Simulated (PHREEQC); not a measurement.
# Ultrapure water in contact with air or piping: speciation

Model water analysis in mg/L, 20 °C, pH 6.77, pe 11.3: Na 0.223; K 0.329; Ca 0.085; Mg 0.116; Cl 0.351; S(6) as SO4 0.114; Alkalinity as HCO3 1.21; Zn 0.00571.

Valence states are taken as typed.

Computed with PHREEQC (ion-association model, wateq4f.dat).

This is a speciation only: nothing precipitates in the calculation.

Problem. What charge-balance error does the model give?

Solution. charge-balance error -0.1 %.

Problem. In which forms is C present?

Solution. HCO3- 71 %, CO2 29 % of the C.
